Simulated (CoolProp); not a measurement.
Saturation properties of n-undecane (Tc = 638.8 K, pc = 19.90 bar, ω = 0.539).

Values from CoolProp's reference Helmholtz-energy equation of state, Aleksandrov 2011. It is a short technical equation, of lower accuracy than the large ones.

| T (K) | p (bar) | liquid density (kg/m³) | vapour density (kg/m³) |
|---|---|---|---|
| 346.9 | 0.01264 | 699.2 | ___ |
| 364.4 | ___ | 685.8 | 0.1551 |
| 381.9 | ___ | 672.2 | 0.3184 |
| 399.4 | 0.1261 | 658.3 | 0.6037 |
| 416.9 | 0.2314 | ___ | 1.071 |
| 434.4 | 0.3995 | ___ | 1.795 |
| 451.9 | 0.6545 | 614.5 | ___ |
| 469.3 | 1.022 | 599.0 | 4.401 |
| 486.8 | 1.540 | 582.7 | 6.550 |

### Question
Fill in the missing entries.

### Answer

- 346.9, vapour density (kg/m³): 0.06873
- 364.4, p (bar): 0.02988
- 381.9, p (bar): 0.06402
- 416.9, liquid density (kg/m³): 644.1
- 434.4, liquid density (kg/m³): 629.6
- 451.9, vapour density (kg/m³): 2.870

It boils at 468.9 K under 1 atm.
